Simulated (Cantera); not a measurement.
A perfectly stirred reactor is fed with 41.7 % CH₄, 58.3 % H₂O, at 370000 Pa; it is held at 2050 K, and followed from long to short residence time.

Computed with Cantera and GRI-Mech 3.0 (53 species, 325 reactions).

Task: Predict: x(CH₄) at τ = 2.60 s; x(H₂O) at τ = 2.60 s; x(H₂) at τ = 2.60 s; x(CH₂O) at τ = 2.60 s; x(CH₄) at τ = 46.0 ms; x(H₂O) at τ = 46.0 ms; x(H₂) at τ = 46.0 ms; x(CH₂O) at τ = 46.0 ms.

Result: 
```json
{
 "x(CH₄) at τ = 2.60 s": "0.00113",
 "x(H₂O) at τ = 2.60 s": "0.0868",
 "x(H₂) at τ = 2.60 s": "0.685",
 "x(CH₂O) at τ = 2.60 s": "2.77e-7",
 "x(CH₄) at τ = 46.0 ms": "0.0123",
 "x(H₂O) at τ = 46.0 ms": "0.136",
 "x(H₂) at τ = 46.0 ms": "0.639",
 "x(CH₂O) at τ = 46.0 ms": "1.15e-6"
}
```
